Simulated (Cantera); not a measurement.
What does this Cantera script print?

```python
import numpy as np
import cantera as ct

gas_names = [...]  # 136 gases of nasa_gas.yaml made of C, H, N, O
cond_names = """
    C(gr) C6H6(L) C7H8(L) C8H18(L),n-octa H2O(s) H2O(L)
""".split()


# ... load() reads the species with a 1 bar reference pressure and builds the phases ...
atoms = {
    'C2H6': {'C': 2, 'H': 6},
    'NH3': {'N': 1, 'H': 3},
    'H2': {'H': 2},
    'H2O': {'H': 2, 'O': 1},
}
top_T = {'C(gr)': 4500}  # K; cautious upper limits of use, not melting points


# ... equilibrate(T, P, feed) seeds the gas with the atoms and calls Mixture.equilibrate('TP', solver="vcs", rtol=1e-11, max_steps=5000) ...
results = []
feed = {'C2H6': 1, 'NH3': 0.46, 'H2': 0.4, 'H2O': 0.051}  # mol
P = 10000  # Pa
for T in [1673, 1773, 1873, 1973, 2073, 2173, 2273, 2373]:
    mix = equilibrate(T, P, feed)
    results.append((T, P, feed, dict(zip(mix.species_names, mix.species_moles))))
    x = sorted(zip(gas.X, gas.species_names), reverse=True)
    print(f"T = {T:g} K  P = {P:g} Pa  gas = {mix.phase_moles(0):.4g} mol")
    print("   x: " + "  ".join(f"{s} {v:.3e}" for v, s in x if v > 0.0001))
    print("   condensed (mol): " + ("  ".join(f"{mix.phase(i).name} {mix.phase_moles(i):.4g}"
          for i in range(1, mix.n_phases) if mix.phase_moles(i) > 1e-12) or "none"))
```

Result:

```
T = 1673 K  P = 10000 Pa  gas = 4.422 mol
   x: H2 9.356e-01  N2 5.165e-02  CO 1.153e-02  HCN 6.929e-04  H 3.483e-04  CH4 1.063e-04
   condensed (mol): C(gr) 1.945
T = 1773 K  P = 10000 Pa  gas = 4.424 mol
   x: H2 9.348e-01  N2 5.138e-02  CO 1.153e-02  HCN 1.177e-03  H 8.698e-04  C2H2,acetylene 1.309e-04
   condensed (mol): C(gr) 1.942
T = 1873 K  P = 10000 Pa  gas = 4.426 mol
   x: H2 9.332e-01  N2 5.098e-02  CO 1.152e-02  H 1.972e-03  HCN 1.885e-03  C2H2,acetylene 2.912e-04
   condensed (mol): C(gr) 1.937
T = 1973 K  P = 10000 Pa  gas = 4.431 mol
   x: H2 9.303e-01  N2 5.040e-02  CO 1.151e-02  H 4.115e-03  HCN 2.867e-03  C2H2,acetylene 5.960e-04  HNC 1.550e-04
   condensed (mol): C(gr) 1.93
T = 2073 K  P = 10000 Pa  gas = 4.44 mol
   x: H2 9.253e-01  N2 4.959e-02  CO 1.149e-02  H 8.000e-03  HCN 4.167e-03  C2H2,acetylene 1.134e-03  HNC 2.691e-04
   condensed (mol): C(gr) 1.919
T = 2173 K  P = 10000 Pa  gas = 4.454 mol
   x: H2 9.171e-01  N2 4.850e-02  H 1.461e-02  CO 1.145e-02  HCN 5.816e-03  C2H2,acetylene 2.024e-03  HNC 4.411e-04
   condensed (mol): C(gr) 1.903
T = 2273 K  P = 10000 Pa  gas = 4.478 mol
   x: H2 9.043e-01  N2 4.710e-02  H 2.526e-02  CO 1.139e-02  HCN 7.819e-03  C2H2,acetylene 3.409e-03  HNC 6.865e-04
   condensed (mol): C(gr) 1.88
T = 2373 K  P = 10000 Pa  gas = 4.516 mol
   x: H2 8.851e-01  N2 4.534e-02  H 4.155e-02  CO 1.129e-02  HCN 1.015e-02  C2H2,acetylene 5.445e-03  HNC 1.019e-03
   condensed (mol): C(gr) 1.849
```

Cantera equilibrium calculation (NASA polynomials, part measured and part estimated; ideal gas, pure solids and liquids).
